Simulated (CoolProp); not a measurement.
Values from CoolProp's reference Helmholtz-energy equation of state, Tillner-Roth 1997.

**Question.** Give the vapour pressure (bar), enthalpy of vaporisation (kJ/kg), liquid cp (kJ/(kg K)) of saturated CH2F2 (R32) at 243.3 K.

**Answer.** 
```
T (K)  p (bar)  enthalpy of vaporisation (kJ/kg)  liquid cp (kJ/(kg K))
-----  -------  --------------------------------  ---------------------
243.3     2.75                               357                   1.63
```
